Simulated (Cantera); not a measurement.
A closed system holds: 1 mol SiF4, 0.64 mol N2O, 0.17 mol H2, equilibrated at 1500 K and 1.00 bar.

These are equilibrium values from Cantera (NASA tables, ideal gas, pure condensed phases), not measurements of a reactor. Candidate condensed phases: H2O, Si, SiO2, Si2N2O, Si3N4; 58 gas species. The tables hold silica as quartz up to 1696 K and as liquid above; real silica turns to tridymite and cristobalite and melts near 1996 K. The numbers say what is thermodynamically allowed, not how fast it happens.

Base state: SiF4 0.435, N2 0.301, HF 0.145, O2 0.110, H2O 0.00767, NO 0.000549, OH 1.85e-5 (mole fractions); condensed: SiO2(β-quartz).

Question: What changes in the equilibrium state with this change: pressure from 1.00 bar to 0.000180 bar?

Answer: 
```tsv
species	before	after
SiF4	0.435	0.430
N2	0.301	0.300
HF	0.145	0.159
H2O	0.00767	0.000125
O2	0.110	0.110
O	1.35e-6	0.000100
F	3.35e-7	2.49e-5
SiO2(β-quartz), mol	0.0768	0.0849
```
The tables' values for SiF3 are old estimates; treat these amounts as uncertain.

Question: What changes in the equilibrium state with this change: temperature from 1500 K to 998.15 K?

Answer: 
```json
[
 {"species": "SiF4", "before": "0.435", "after": "0.452"},
 {"species": "N2", "before": "0.301", "after": "0.305"},
 {"species": "O2", "before": "0.110", "after": "0.112"},
 {"species": "HF", "before": "0.145", "after": "0.0990"},
 {"species": "H2O", "before": "0.00767", "after": "0.0316"},
 {"species": "OH", "before": "1.85e-5", "after": "5.32e-8"},
 {"species": "NO", "before": "0.000549", "after": "1.39e-5"},
 {"species": "SiO2(β-quartz), mol", "before": "0.0768", "after": "0.0519"}
]
```

Question: What changes in the equilibrium state with this change: temperature from 1500 K to 1000 K?

Answer: 
| species | before | after |
|---|---|---|
| SiF4 | 0.435 | 0.452 |
| N2 | 0.301 | 0.305 |
| O2 | 0.110 | 0.112 |
| HF | 0.145 | 0.0994 |
| H2O | 0.00767 | 0.0314 |
| OH | 1.85e-5 | 5.50e-8 |
| NO | 0.000549 | 1.42e-5 |
| SiO2(β-quartz), mol | 0.0768 | 0.0521 |
